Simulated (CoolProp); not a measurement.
Saturation properties of acetone (Tc = 508.1 K, pc = 46.92 bar, ω = 0.307).

Computed with CoolProp (reference Helmholtz-energy equation of state, Lemmon 2006). It is a short technical equation, of lower accuracy than the large ones.

```
T (K)  p (bar)  liquid density (kg/m³)  enthalpy of vaporisation (kJ/kg)  liquid cp (kJ/(kg K))  vapour Z  surface tension (mN/m)
-----  -------  ----------------------  --------------------------------  ---------------------  --------  ----------------------
364.5    2.963                   705.3                             459.9                  2.354    0.9007                    14.6
381.4    4.579                   682.6                             437.6                  2.426    0.8706                    12.6
398.3    6.795                   658.5                             413.3                  2.510    0.8348                    10.7
415.1    9.723                   632.5                             386.5                  2.610    0.7931                    8.83
432      13.54                   603.9                             356.2                  2.736    0.7441                    7.00
448.8    18.37                   571.9                             321.3                  2.907    0.6869                    5.24
465.7    24.45                   534.5                             279.5                  3.174    0.6183                    3.55
482.6    31.99                   488.1                             226.2                  3.719    0.5334                    1.97
```

It boils at 329.2 K under 1 atm.

Surface tension comes from a separate correlation (Mulero 2012).
